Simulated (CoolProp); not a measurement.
R142b at 386.44 K and 0.931 MPa is compressed adiabatically to 1.72 MPa with isentropic efficiency 0.9. Each further row changes one setting.

Values from CoolProp's reference Helmholtz-energy equation of state, Lemmon 2006. It is a short technical equation, of lower accuracy than the large ones.

| case | work (kJ/kg) | final temperature (K) | final density (kg/m³) |
|---|---|---|---|
| as stated | 19.5 | 413.7 | 59.8 |
| efficiency 1 | 17.6 | 412.0 | 60.2 |
| efficiency 0.65 | 27.1 | 420.2 | 58.2 |
